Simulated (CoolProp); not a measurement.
The numbers come from the reference Helmholtz-energy equation of state, Thol 2017 in CoolProp.

Question: For octamethyltrisiloxane (MDM), give the phase and the density (kg/m³), cv (kJ/(kg K)), Joule-Thomson coefficient (K/MPa), isothermal compressibility (1/MPa) at 303.2 K and 0.494 MPa; 333.1 K and 0.494 MPa.

Answer: 
- 303.2 K and 0.494 MPa: liquid; density 811, cv 1.48, Joule-Thomson coefficient -0.430, isothermal compressibility 0.00183
- 333.1 K and 0.494 MPa: liquid; density 781, cv 1.55, Joule-Thomson coefficient -0.384, isothermal compressibility 0.00239
